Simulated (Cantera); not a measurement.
# Reactions in the system N-O-Ta

Standard-state values (1 bar) from the NASA 1993 polynomials, evaluated with Cantera. Values are per mole of reaction as written; species without (g) are pure solids or liquids, kept so even where they would boil at 1 bar.

4 TaO2(g) + 2 NO(g) → N2(g) + 2 Ta2O5

```json
[
 {"T (K)": "1348", "ΔH° (kJ)": "-3369.9", "ΔS° (J/K)": "-929.0", "ΔG° (kJ)": "-2117.6", "log10 K": "82.06", "condensed phases": "Ta2O5(s)"},
 {"T (K)": "1548", "ΔH° (kJ)": "-3346.2", "ΔS° (J/K)": "-912.6", "ΔG° (kJ)": "-1933.5", "log10 K": "65.24", "condensed phases": "Ta2O5(s)"},
 {"T (K)": "1748", "ΔH° (kJ)": "-3321.7", "ΔS° (J/K)": "-897.7", "ΔG° (kJ)": "-1752.5", "log10 K": "52.37", "condensed phases": "Ta2O5(s)"},
 {"T (K)": "1948", "ΔH° (kJ)": "-3296.5", "ΔS° (J/K)": "-884.1", "ΔG° (kJ)": "-1574.3", "log10 K": "42.21", "condensed phases": "Ta2O5(s)"},
 {"T (K)": "2148", "ΔH° (kJ)": "-3022.8", "ΔS° (J/K)": "-751.1", "ΔG° (kJ)": "-1409.4", "log10 K": "34.27", "condensed phases": "Ta2O5(l)"},
 {"T (K)": "2348", "ΔH° (kJ)": "-2979.7", "ΔS° (J/K)": "-731.9", "ΔG° (kJ)": "-1261.2", "log10 K": "28.06", "condensed phases": "Ta2O5(l)"},
 {"T (K)": "2548", "ΔH° (kJ)": "-2936.9", "ΔS° (J/K)": "-714.4", "ΔG° (kJ)": "-1116.5", "log10 K": "22.89", "condensed phases": "Ta2O5(l)"},
 {"T (K)": "2748", "ΔH° (kJ)": "-2894.3", "ΔS° (J/K)": "-698.3", "ΔG° (kJ)": "-975.3", "log10 K": "18.54", "condensed phases": "Ta2O5(l)"}
]
```
